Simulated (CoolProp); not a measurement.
Model: reference Helmholtz-energy equation of state, Lemmon 2006, in CoolProp. It is a short technical equation, of lower accuracy than the large ones.

Question: For C3F8 (R218), give the phase and the speed of sound (m/s), Joule-Thomson coefficient (K/MPa), isothermal compressibility (1/MPa), expansivity (1/kK) at 199.6 K and 0.508 MPa; 199.6 K and 1.52 MPa; 199.6 K and 4.57 MPa.

Answer: 
- 199.6 K and 0.508 MPa: liquid; speed of sound 704, Joule-Thomson coefficient -0.378, isothermal compressibility 0.00167, expansivity 2.03
- 199.6 K and 1.52 MPa: liquid; speed of sound 710, Joule-Thomson coefficient -0.381, isothermal compressibility 0.00164, expansivity 2.00
- 199.6 K and 4.57 MPa: liquid; speed of sound 727, Joule-Thomson coefficient -0.389, isothermal compressibility 0.00155, expansivity 1.94
